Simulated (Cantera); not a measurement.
An isothermal, constant-pressure homogeneous reactor starts with CH4 : H2 : H = 0.005 : 1 : 0.0027 (molar parts), at 1375 K and 9.00 Torr. Integrator tolerance rtol = 1e-08.

Computed with Cantera and GRI-Mech 3.0 (53 species, 325 reactions). GRI-Mech 3.0 stops at C3 and has no aromatics, soot or wall deposition, so with more carbon than oxygen in the feed, carbon stays in small species such as C2H2 where larger ones or solid carbon would form. Radical loss at walls, strong at low pressure, is not modelled.

Question: What does this change do: temperature 1375 to 2625 K?

Answer: 
```
quantity                                              before                                    after
-----------------  -----------------------------------------  ---------------------------------------
x(CH4) at 8.00 s     0.00470 (gas-phase equilibrium 0.00175)  2.73e-7 (gas-phase equilibrium 2.74e-7)
x(H2) at 8.00 s          0.995 (gas-phase equilibrium 0.997)      0.677 (gas-phase equilibrium 0.677)
x(H) at 8.00 s       3.64e-5 (gas-phase equilibrium 3.14e-5)      0.321 (gas-phase equilibrium 0.321)
x(C2H4) at 8.00 s    2.20e-6 (gas-phase equilibrium 2.08e-5)  7.60e-9 (gas-phase equilibrium 7.60e-9)
x(CH2) at 8.00 s   8.68e-11 (gas-phase equilibrium 2.41e-11)  1.79e-6 (gas-phase equilibrium 1.80e-6)
```
